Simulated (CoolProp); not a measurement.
Vapour-liquid equilibrium of cis-2-butene (1) + ethanol (2) at 402.1 K; x and y are mole fractions of (1).

Computed with CoolProp (multi-fluid Helmholtz-energy mixture model, Lemmon 2005 and Schroeder 2014; pair parameters Bell 2016).

| x | bubble pressure (MPa) | y at the bubble point | dew pressure at overall composition x (MPa) | liquid density (mol/L) |
|---|---|---|---|---|
| 0.05 | 0.8170 | 0.322 | 0.5859 | 14.31 |
| 0.2 | 1.458 | 0.637 | 0.6953 | 13.04 |
| 0.35 | 1.835 | 0.727 | 0.8516 | 11.84 |
| 0.5 | 2.035 | 0.769 | 1.092 | 10.73 |
| 0.65 | 2.176 | 0.805 | 1.505 | 9.721 |
| 0.8 | 2.313 | 0.860 | 2.158 | 8.860 |
| 0.95 | 2.418 | 0.955 | 2.416 | 8.209 |

No azeotrope shows between x = 0.05 and 0.95.

The pair parameters rest on a limited set of measurements; away from them the model extrapolates. With so large a gap from Raoult's law the liquid may split in two, which this calculation doesn't test in full.
